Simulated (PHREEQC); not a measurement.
**Brine: an equilibrium model**

Make-up at 20 °C: 4.3 mol MgCl2, 2.6 mol SrCl2 and 3.4 mol LiCl per kg of water. Closed to the air; pH follows from the charge balance.

All values are PHREEQC results (Pitzer model, pitzer.dat), not measurements.

| Quantity | Value |
|---|---|
| ionic strength | 24.1 mol/kgw |
| activity of water | 0.100 |
| density | 1.283 g/cm³ |
| osmotic coefficient | 4.640 |

```tsv
species	molality	activity	log γ
Cl-	17.2	24.4	0.152
Mg+2	4.30	1000	7.835
Li+	3.40	1000	4.132
Sr+2	2.60	1000	6.014
H+	1.12e-5	0.158	4.152
MgOH+	1.12e-5	0.000186	1.222
```

No solid was allowed to form. The solution is supersaturated, for example in Bischofite, MgCl2_4H2O, so a real one may precipitate; this is no full list. Species that the database lacks are ignored.
